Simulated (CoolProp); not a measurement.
The fluid at 293.15 K and 6 MPa is throttled through a valve to 2.7 MPa with no heat exchange. The same conditions are run with several fluids, on thermodynamics alone (safety and materials aside).

Model: reference Helmholtz-energy equation of state of each fluid (R236EA: Rui 2013; n-hexane: Thol 2019; tetradecamethylhexasiloxane (MD4M): Thol 2019; CH3F (R41): Lemmon 2006; propane: Lemmon 2009), in CoolProp.

```json
[
 {"fluid": "R236EA", "temperature change (K)": "+0.7", "final phase": "liquid", "final density (kg/m³)": "___"},
 {"fluid": "n-hexane", "temperature change (K)": "+1.4", "final phase": "liquid", "final density (kg/m³)": "___"},
 {"fluid": "tetradecamethylhexasiloxane (MD4M)", "temperature change (K)": "+1.5", "final phase": "liquid", "final density (kg/m³)": "893"},
 {"fluid": "CH3F (R41)", "temperature change (K)": "___", "final phase": "two-phase, vapour fraction 0.072", "final density (kg/m³)": "___"},
 {"fluid": "propane", "temperature change (K)": "___", "final phase": "liquid", "final density (kg/m³)": "504"}
]
```

What belongs in the gaps?


- R236EA, final density (kg/m³): 1450
- n-hexane, final density (kg/m³): 661
- CH3F (R41), temperature change (K): -9.3
- CH3F (R41), final density (kg/m³): 374
- propane, temperature change (K): +0.5
